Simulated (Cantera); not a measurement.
A jet of 8.56 % CH4, 8.98 % O2, 82.5 % N2, equivalence ratio 1.9 at 300 K and 0.0780 atm hits a platinum plate 3.1 cm away at a mass flux of 0.035 kg/m²/s; the plate temperature is set and raised in steps from an oxygen-covered start.

Detailed kinetics in Cantera: Deutschmann's 1995 Pt surface mechanism with GRI-Mech 3.0 gas chemistry. Catalytic surfaces can have several steady states; this one follows from the mechanism file's or the stated starting coverage.

x: mole fraction at the wall; θ: surface coverage.

```
plate T (K)  wall x CH4  wall x O2  wall x H2O  wall x OH  wall x CO  wall x CO2  θ free Pt     θ H*   θ CO*    θ C*
-----------  ----------  ---------  ----------  ---------  ---------  ----------  ---------  -------  ------  ------
900              0.0331     0.0107      0.0882      <1e-8     0.0546     8.31e-5      0.348  0.00127   0.177   0.474
950              0.0261    0.00826      0.0854      <1e-8     0.0617     8.20e-5      0.414  0.00189   0.114   0.470
1000                [?]        [?]      0.0809      <1e-8        [?]         [?]        [?]      [?]   0.111     [?]
1050                [?]        [?]      0.0773      <1e-8     0.0790         [?]        [?]      [?]   0.108     [?]
1100            0.00661    0.00227      0.0754      <1e-8     0.0798     0.00195      0.891  0.00257  0.0724  0.0343
```

**Question.** Some entries are withheld; supply them.

**Answer.** 
- 1000, wall x CH4: 0.0154
- 1000, wall x O2: 0.00484
- 1000, wall x CO: 0.0725
- 1000, wall x CO2: 0.000182
- 1000, θ free Pt: 0.570
- 1000, θ H*: 0.00252
- 1000, θ C*: 0.317
- 1050, wall x CH4: 0.00847
- 1050, wall x O2: 0.00279
- 1050, wall x CO2: 0.000719
- 1050, θ free Pt: 0.780
- 1050, θ H*: 0.00278
- 1050, θ C*: 0.109
